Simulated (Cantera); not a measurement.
## Stirred combustor or abatement burner

A perfectly stirred reactor is fed with CH4 : C2H6 : O2 : N2 = 1 : 0.27 : 6.14 : 23.1 (molar parts), at 0.340 bar; it is adiabatic with a 325 K inlet, and is followed from long to short residence time, starting on the burning branch (τ in s: 0.052, 0.024, 0.011, 0.0053, 0.0025, 0.0012, 0.00054, 0.00025, 0.00012, 5.5e-05, 2.6e-05, 1.2e-05, 5.6e-06).

Model: GRI-Mech 3.0 (53 species, 325 reactions), integrated in Cantera.

```json
[
 {"τ (s)": "0.052", "T (K)": "1450", "x CH4": "4.18e-5", "x C2H6": "2.89e-6", "x O2": "0.104", "x C2H": "8.02e-11", "x CH2CO": "2.86e-6", "x HCN": "9.00e-10", "x HCO": "8.27e-8"},
 {"τ (s)": "0.024", "T (K)": "1438", "x CH4": "7.04e-5", "x C2H6": "4.77e-6", "x O2": "0.105", "x C2H": "8.80e-11", "x CH2CO": "3.72e-6", "x HCN": "1.52e-9", "x HCO": "1.84e-7"},
 {"τ (s)": "0.011", "T (K)": "1420", "x CH4": "0.000124", "x C2H6": "8.19e-6", "x O2": "0.105", "x C2H": "8.78e-11", "x CH2CO": "4.80e-6", "x HCN": "2.79e-9", "x HCO": "4.06e-7"},
 {"τ (s)": "0.0053", "T (K)": "1392", "x CH4": "0.000227", "x C2H6": "1.46e-5", "x O2": "0.107", "x C2H": "8.17e-11", "x CH2CO": "6.29e-6", "x HCN": "5.08e-9", "x HCO": "8.47e-7"},
 {"τ (s)": "0.0025", "T (K)": "1340", "x CH4": "0.000524", "x C2H6": "3.30e-5", "x O2": "0.110", "x C2H": "7.38e-11", "x CH2CO": "9.54e-6", "x HCN": "9.50e-9", "x HCO": "1.78e-6"},
 {"τ (s)": "0.0012", "T (K)": "325", "x CH4": "0.0328", "x C2H6": "0.00885", "x O2": "0.201", "x C2H": "<1e-12", "x CH2CO": "<1e-12", "x HCN": "<1e-12", "x HCO": "<1e-12"},
 {"τ (s)": "0.00054", "T (K)": "325", "x CH4": "0.0328", "x C2H6": "0.00885", "x O2": "0.201", "x C2H": "<1e-12", "x CH2CO": "<1e-12", "x HCN": "<1e-12", "x HCO": "<1e-12"},
 {"τ (s)": "0.00025", "T (K)": "325", "x CH4": "0.0328", "x C2H6": "0.00885", "x O2": "0.201", "x C2H": "<1e-12", "x CH2CO": "<1e-12", "x HCN": "<1e-12", "x HCO": "<1e-12"},
 {"τ (s)": "0.00012", "T (K)": "325", "x CH4": "0.0328", "x C2H6": "0.00885", "x O2": "0.201", "x C2H": "<1e-12", "x CH2CO": "<1e-12", "x HCN": "<1e-12", "x HCO": "<1e-12"},
 {"τ (s)": "5.5e-5", "T (K)": "325", "x CH4": "0.0328", "x C2H6": "0.00885", "x O2": "0.201", "x C2H": "<1e-12", "x CH2CO": "<1e-12", "x HCN": "<1e-12", "x HCO": "<1e-12"},
 {"τ (s)": "2.6e-5", "T (K)": "325", "x CH4": "0.0328", "x C2H6": "0.00885", "x O2": "0.201", "x C2H": "<1e-12", "x CH2CO": "<1e-12", "x HCN": "<1e-12", "x HCO": "<1e-12"},
 {"τ (s)": "1.2e-5", "T (K)": "325", "x CH4": "0.0328", "x C2H6": "0.00885", "x O2": "0.201", "x C2H": "<1e-12", "x CH2CO": "<1e-12", "x HCN": "<1e-12", "x HCO": "<1e-12"},
 {"τ (s)": "5.6e-6", "T (K)": "325", "x CH4": "0.0328", "x C2H6": "0.00885", "x O2": "0.201", "x C2H": "<1e-12", "x CH2CO": "<1e-12", "x HCN": "<1e-12", "x HCO": "<1e-12"}
]
```
x: mole fraction; the columns are a selection and need not sum to one.
